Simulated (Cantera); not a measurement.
Charge: 1 mol CCl4, 4 mol H2, held at 1.00 Torr.

These are equilibrium values from Cantera (NASA tables, ideal gas, pure condensed phases), not measurements of a reactor. Candidate condensed phases: C, C6H6, C7H8, C8H18; 91 gas species. The numbers say what is thermodynamically allowed, not how fast it happens.

Question: At 2973 K, list the 4 most abundant gas species with their mole fractions, and the condensed phases.

Answer: H 0.603, Cl 0.317, H2 0.0230, C3 0.0192. Condensed: gas only.
